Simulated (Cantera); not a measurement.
Mixture: CH4 : O2 : N2 : H2O = 1 : 0.952 : 5.71 : 0.59 (molar parts), equivalence ratio 2.1, at 2.80 bar, adiabatic and at constant volume. Ignition delay is the time to a rise of 400 K.

Detailed kinetics in Cantera: GRI-Mech 3.0 (53 species, 325 reactions).

What does this change do: pressure from 2.80 bar to 5.00 bar?


```tsv
quantity	before	after
delay at 1273 K	18.0 ms	10.0 ms
delay at 1423 K	3.06 ms	1.87 ms
delay at 1573 K	0.584 ms	0.379 ms
delay at 1723 K	0.138 ms	90.1 µs
delay at 1873 K	43.7 µs	27.6 µs
apparent activation energy between 1798 and 1948 K	200 kJ/mol	200 kJ/mol
```

What does this change do: pressure from 2.80 bar to 10.0 bar?


```
quantity                                                before       after
--------------------------------------------------  ----------  ----------
delay at 1273 K                                        18.0 ms     4.65 ms
delay at 1423 K                                        3.06 ms    0.975 ms
delay at 1573 K                                       0.584 ms    0.217 ms
delay at 1723 K                                       0.138 ms     53.7 µs
delay at 1873 K                                        43.7 µs     16.2 µs
apparent activation energy between 1798 and 1948 K  200 kJ/mol  210 kJ/mol
```

What does this change do: constant pressure in place of constant volume?


```tsv
quantity	before	after
delay at 1273 K	18.0 ms	19.6 ms
delay at 1423 K	3.06 ms	3.37 ms
delay at 1573 K	0.584 ms	0.647 ms
delay at 1723 K	0.138 ms	0.154 ms
delay at 1873 K	43.7 µs	48.9 µs
apparent activation energy between 1798 and 1948 K	200 kJ/mol	190 kJ/mol
```
